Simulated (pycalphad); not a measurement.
CALPHAD calculation (pycalphad, COST 507 light-alloy database (1999)), 1 atm. The data set is of 1999 and partly superseded. Amounts are mole fractions of atoms.

### Question
Give the equilibrium state of Mg-0.26Al-1.84Si (at.%) at 527 °C.

### Answer
```
T = 800.00 K, P = 101325 Pa, N = 1 mol of atoms
G = -34675 J/mol, H = 12622 J/mol, S = 59.12 J/(mol K)  (SER reference)
chemical potentials (J/mol): Mg -33778, Al -61413, Si -78628
phase             fraction      x(Mg)      x(Al)      x(Si)
HCP_A3              0.9448     0.9972     0.0028   3.66e-06
MG2SI               0.0552     0.6667       none     0.3333
```

Database names, with the compositions (at.%) that they take in these runs: MG2SI: Mg 67 Si 33. HCP_A3 is hcp. An entry "none" or "no" means that the model of the phase leaves that element out.
